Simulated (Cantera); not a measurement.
A perfectly stirred reactor is fed with CH4 : CO : O2 : N2 = 1 : 0.15 : 4.72 : 17.7 (molar parts), equivalence ratio 0.44, at 0.276 atm; it is adiabatic with a 398 K inlet, and is followed from long to short residence time, starting on the burning branch (τ in s: 0.46, 0.17, 0.066, 0.025, 0.0096, 0.0036, 0.0014, 0.00052, 0.0002, 7.6e-05, 2.9e-05, 1.1e-05, 4.2e-06).

Cantera simulation using GRI-Mech 3.0 (53 species, 325 reactions); the numbers are that mechanism's predictions, not measurements.

**Question.** Predict: blow-out, bracketed by the residence times tried; x(CH4) at τ = 0.460 s; x(CO) at τ = 0.460 s; x(O2) at τ = 0.460 s; x(N2O) at τ = 0.460 s; x(CO2) at τ = 0.460 s; x(CH4) at τ = 1.40 ms; x(CO) at τ = 1.40 ms; x(O2) at τ = 1.40 ms.

**Answer.** 
```
Item                                                                          Result
------------------------------------------------  ----------------------------------
blow-out, bracketed by the residence times tried  burning at 3.60 ms, out at 1.40 ms
x(CH4) at τ = 0.460 s                                                        1.59e-5
x(CO) at τ = 0.460 s                                                        0.000284
x(O2) at τ = 0.460 s                                                           0.113
x(N2O) at τ = 0.460 s                                                        3.44e-7
x(CO2) at τ = 0.460 s                                                         0.0486
x(CH4) at τ = 1.40 ms                                                         0.0424
x(CO) at τ = 1.40 ms                                                         0.00636
x(O2) at τ = 1.40 ms                                                           0.200
```
